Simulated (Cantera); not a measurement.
A perfectly stirred reactor is fed with H2 : O2 : N2 : H2O = 1 : 0.312 : 1.17 : 0.73 (molar parts), equivalence ratio 1.6, at 1.01 bar; it is adiabatic with a 675 K inlet, and is followed from long to short residence time, starting on the burning branch (τ in s: 0.025, 0.014, 0.0074, 0.004, 0.0022, 0.0012, 0.00063, 0.00034, 0.00018, 9.9e-05, 5.4e-05, 2.9e-05).

Cantera simulation using GRI-Mech 3.0 (53 species, 325 reactions); the numbers are that mechanism's predictions, not measurements.

Question: Predict: blow-out, bracketed by the residence times tried; x(H2) at τ = 25.0 ms; x(O2) at τ = 25.0 ms; x(H2O) at τ = 25.0 ms; x(OH) at τ = 25.0 ms; x(H2) at τ = 0.630 ms; x(O2) at τ = 0.630 ms; x(H2O) at τ = 0.630 ms; x(OH) at τ = 0.630 ms.

Answer: 
```json
{
  "blow_out_bracketed_by_the_residence_times_tried": "burning at 29.0 µs, the shortest tried",
  "x(H2) at τ = 25.0 ms": "0.128",
  "x(O2) at τ = 25.0 ms": "0.000129",
  "x(H2O) at τ = 25.0 ms": "0.464",
  "x(OH) at τ = 25.0 ms": "0.00142",
  "x(H2) at τ = 0.630 ms": "0.125",
  "x(O2) at τ = 0.630 ms": "0.00180",
  "x(H2O) at τ = 0.630 ms": "0.450",
  "x(OH) at τ = 0.630 ms": "0.00543"
}
```
